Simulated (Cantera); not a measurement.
Input: 1 mol Fe₃O₄, 0.73 mol Cl₂, 0.31 mol O₂, equilibrated at 773.15 K and 10000 Pa.

Method: chemical equilibrium by Gibbs-energy minimisation in Cantera with the NASA 1993 tables (ideal gas, pure condensed phases). Candidate condensed phases: Fe, FeCl₂, FeCl₃, FeO, Fe₂O₃, Fe₃O₄; 13 gas species. Condensed phases not in the tables: FeOCl. Equilibrium is a limit: real reactors are often held back by kinetics, nucleation or transport.

Task: What is the equilibrium state?

Result: 
```
Quantity                                  Value
-----------------------------------  ----------
x(Cl₂)                                    0.924
x(O₂)                                    0.0761
x(FeCl₃)                               0.000204
x(Cl)                                   1.49e-5
x(Fe₂Cl₆)                               1.07e-6
n(Fe₂O₃(s))                            1.50 mol
gas amount                           0.7900 mol
log10 activity of FeCl₂(s) (absent)       -3.86
log10 activity of Fe(α) (absent)         -19.29
```
